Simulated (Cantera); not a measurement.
## Adiabatic ignition

An adiabatic, constant-pressure homogeneous reactor starts with 31.6 % H2, 14.4 % O2, 54.0 % N2, at 1350 K and 0.270 bar.

Model: the H2/O2 subset of GRI-Mech 3.0, which has no nitrogen chemistry, integrated in Cantera.

| t (s) | T (K) | x H2 | x O2 | x H | x O | x HO2 | x OH | x H2O |
|---|---|---|---|---|---|---|---|---|
| 2.00e-6 | 1350 | 0.316 | 0.144 | 2.17e-8 | 1.68e-9 | 2.10e-8 | 1.28e-9 | 2.39e-9 |
| 7.02e-6 | 1350 | 0.316 | 0.144 | 1.21e-7 | 1.43e-8 | 7.43e-8 | 9.96e-9 | 6.27e-8 |
| 2.46e-5 | 1350 | 0.316 | 0.144 | 4.36e-6 | 5.56e-7 | 3.26e-7 | 3.82e-7 | 4.73e-6 |
| 8.65e-5 | 1503 | 0.0975 | 0.0521 | 0.122 | 0.0200 | 1.02e-5 | 0.0118 | 0.153 |
| 0.000304 | 2103 | 0.0734 | 0.0246 | 0.0792 | 0.0205 | 2.83e-6 | 0.0266 | 0.207 |
| 0.00107 | 2561 | 0.0701 | 0.0162 | 0.0406 | 0.0116 | 2.59e-6 | 0.0307 | 0.240 |
| 0.00374 | 2713 | 0.0663 | 0.0132 | 0.0299 | 0.00852 | 3.43e-6 | 0.0297 | 0.254 |
| 0.0131 | 2714 | 0.0663 | 0.0132 | 0.0299 | 0.00851 | 3.44e-6 | 0.0297 | 0.254 |
| 0.0461 | 2714 | 0.0663 | 0.0132 | 0.0299 | 0.00851 | 3.44e-6 | 0.0297 | 0.254 |
| 0.162 | 2714 | 0.0663 | 0.0132 | 0.0299 | 0.00851 | 3.44e-6 | 0.0297 | 0.254 |
| 0.568 | 2714 | 0.0663 | 0.0132 | 0.0299 | 0.00851 | 3.44e-6 | 0.0297 | 0.254 |
| 1.99 | 2714 | 0.0663 | 0.0132 | 0.0299 | 0.00851 | 3.44e-6 | 0.0297 | 0.254 |
| 7.00 | 2714 | 0.0663 | 0.0132 | 0.0299 | 0.00851 | 3.44e-6 | 0.0297 | 0.254 |
x: mole fraction; the columns are a selection and need not sum to one.

The time of steepest temperature rise is 82.3 µs. The temperature at 7.00 s is 2714 K, the equilibrium temperature comes out as 2714 K and the x(H2) at 7.00 s is 0.0663 (gas-phase equilibrium 0.0663). The x(O2) at 7.00 s comes out as 0.0132 (gas-phase equilibrium 0.0132) and the x(H) at 7.00 s is 0.0299 (gas-phase equilibrium 0.0299).
